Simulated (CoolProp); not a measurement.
Aqueous ethylene glycol as a coolant, 6 % by mass, freezing at -1.9 °C, 1 atm.

The numbers come from the Melinder's fits for secondary coolants in CoolProp.

```tsv
T (°C)	Prandtl number	conductivity (W/(m K))	density (kg/m³)	viscosity (mPa s)
2.1	14.7	0.542	1008	1.94
7.8	12.1	0.552	1007	1.62
13.5	10.0	(withheld)	1006	1.37
19.2	8.46	0.570	1005	1.18
24.9	(withheld)	(withheld)	1004	1.02
30.6	6.25	0.587	(withheld)	0.894
36.3	5.47	0.594	1001	0.791
```

Q: Complete the blanks.

A: 
- 13.5, conductivity (W/(m K)): 0.561
- 24.9, Prandtl number: 7.23
- 24.9, conductivity (W/(m K)): 0.579
- 30.6, density (kg/m³): 1003
